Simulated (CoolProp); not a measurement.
Values from CoolProp's reference Helmholtz-energy equation of state, McLinden 2020.

Problem. For R1336mzz(Z), give the phase and the density (kg/m³), cp (kJ/(kg K)), cv (kJ/(kg K)), speed of sound (m/s) at -19.25 °C and 0.0369 MPa; 33.45 °C and 0.124 MPa; 220.85 °C and 1.01 MPa.

Solution. 
- -19.25 °C and 0.0369 MPa: liquid; density 1470, cp 1.13, cv 0.826, speed of sound 792
- 33.45 °C and 0.124 MPa: liquid; density 1340, cp 1.24, cv 0.916, speed of sound 597
- 220.85 °C and 1.01 MPa: gas; density 44.2, cp 1.16, cv 1.08, speed of sound 150
